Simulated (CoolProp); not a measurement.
A Linde-Hampson liquefier for methane: isothermal reversible compression at 200 K from 1 atm to 25 MPa, throttling to 1 atm, return gas leaving the recuperator 10 K below the feed. Each further row changes one setting.

The numbers come from the reference Helmholtz-energy equation of state, Setzmann 1991 in CoolProp.

| case | liquid yield per pass | compression work (kJ/kg of gas) |
|---|---|---|
| as stated | 0.497 | 443 |
| high pressure 50 MPa | (withheld) | (withheld) |
| warm-end temperature 230 K | (withheld) | 559 |
| warm-end gap 15 K | (withheld) | 443 |

Question: Fill in the missing entries.

Answer: 
- high pressure 50 MPa, liquid yield per pass: 0.465
- high pressure 50 MPa, compression work (kJ/kg of gas): 514
- warm-end temperature 230 K, liquid yield per pass: 0.391
- warm-end gap 15 K, liquid yield per pass: 0.489
